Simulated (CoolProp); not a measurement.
The fluid at 293.15 K and 6.37 MPa (liquid) is heated at constant pressure to 378.9 K. The same conditions are run with several fluids, on thermodynamics alone (safety and materials aside).

Computed with CoolProp (reference Helmholtz-energy equation of state of each fluid (CH3F (R41): Lemmon 2006; octamethyltrisiloxane (MDM): Thol 2017; the fluoroketone C6F12O (FK-5-1-12): McLinden 2015; hydrogen chloride: Thol 2018; cyclopentane: Gedanitz 2015)).

**Question.** Rank CH3F (R41), octamethyltrisiloxane (MDM), the fluoroketone C6F12O (FK-5-1-12), hydrogen chloride, cyclopentane by heat (kJ/kg), highest first.

**Answer.** CH3F (R41) (389), hydrogen chloride (356), cyclopentane (170), octamethyltrisiloxane (MDM) (160), the fluoroketone C6F12O (FK-5-1-12) (95.8)

```
fluid                                  final phase  final density (kg/m³)
-----------------------------------  -------------  ---------------------
CH3F (R41)                           supercritical                   91.4
octamethyltrisiloxane (MDM)                 liquid                    746
the fluoroketone C6F12O (FK-5-1-12)         liquid                   1390
hydrogen chloride                              gas                   90.5
cyclopentane                                liquid                    664
```
